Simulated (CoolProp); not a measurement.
Ammonia at 471.9 K and 0.195 MPa is throttled through a valve to 0.0331 MPa with no heat exchange. Each further row changes one setting.

Values from CoolProp's reference Helmholtz-energy equation of state, Gao 2020.

```json
[
 {"case": "as stated", "temperature change (K)": "-1.1", "final density (kg/m³)": "0.144"},
 {"case": "outlet pressure 0.00993 MPa", "temperature change (K)": "-1.2", "final density (kg/m³)": "0.0432"},
 {"case": "outlet pressure 0.043 MPa", "temperature change (K)": "-1.0", "final density (kg/m³)": "0.187"}
]
```
